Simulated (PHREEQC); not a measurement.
Solution (25 °C): 170 mmol/kgw Na2HPO4. Closed to the air; pH follows from the charge balance.

Model: ion-association model, phreeqc.dat, run in PHREEQC.

Problem. The ionic strength comes out as 0.469 mol/kgw. What activity coefficients do HPO4-2, H2PO4-, PO4-3, NaHPO4-, Na+ get?

Solution. HPO4-2 0.22, H2PO4- 0.70, PO4-3 0.022, NaHPO4- 0.70, Na+ 0.72.

This is a speciation only: nothing precipitates in the calculation. Complexes and solids missing from the database can't appear.
